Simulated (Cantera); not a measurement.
A closed system holds: 1 mol CaF2, 1.8 mol H2O, 0.16 mol N2, held at 1.05 Torr.

Cantera equilibrium calculation (NASA polynomials, part measured and part estimated; ideal gas, pure solids and liquids). Candidate condensed phases: Ca, CaF2, CaO, Ca(OH)2, H2O; 47 gas species. Mutual solubility and eutectic melting of coexisting phases are not modelled. Kinetics and transport are ignored.

Q: At 1425 K, list the 7 most abundant gas species with their mole fractions, and the condensed phases.

A: H2O 0.725, HF 0.200, N2 0.0734, H2 0.000709, O2 0.000323, CaF2 0.000288, OH 0.000108. Condensed: CaF2(s) + CaO(s).
